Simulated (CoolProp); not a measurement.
R404A at 387.3 K and 0.308 MPa flows at 14 m/s in a round tube of 50 mm bore and 15 µm roughness, fully developed (64/Re and Nu = 3.66 if laminar; Colebrook and Gnielinski if turbulent). Each further row changes one setting.

Computed with CoolProp (reference Helmholtz-energy equation of state, Lemmon 2003). It is a pseudo-pure fit of the blend.

| case | Reynolds number | Darcy friction factor | pressure drop (Pa/m) | heat-transfer coefficient (W/(m² K)) | mass flow (kg/h) |
|---|---|---|---|---|---|
| as stated | 425000 | 0.0165 | 308 | … | … |
| velocity 28 m/s | 850000 | … | 1180 | … | … |
| diameter 100 mm | 850000 | 0.0143 | 133 | 264 | … |

Some entries are withheld; supply them.


- as stated, heat-transfer coefficient (W/(m² K)): 307
- as stated, mass flow (kg/h): 943
- velocity 28 m/s, Darcy friction factor: 0.0158
- velocity 28 m/s, heat-transfer coefficient (W/(m² K)): 587
- velocity 28 m/s, mass flow (kg/h): 1890
- diameter 100 mm, mass flow (kg/h): 3770

Viscosity comes from a separate model (Geller 2000). Thermal conductivity comes from a separate model (Geller 2001).
